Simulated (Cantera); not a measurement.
Feed: 1 mol (CH3)2SiCl2, 0.43 mol CH4, 65 mol H2, held at 2048.15 K.

Method: chemical equilibrium by Gibbs-energy minimisation in Cantera with the NASA 1993 tables (ideal gas, pure condensed phases). Candidate condensed phases: C, C6H6, C7H8, C8H18, Si, SiC; 109 gas species. The feed counts by its element totals alone. Rates play no part.

At 1.00 bar, list the 6 most abundant gas species with their mole fractions, and the condensed phases.

H2 0.968, HCl 0.0283, H 0.00221, C2H2 (acetylene) 0.00102, CH4 0.000351, SiCl2 0.000122. Condensed: C(graphite) + SiC(s).
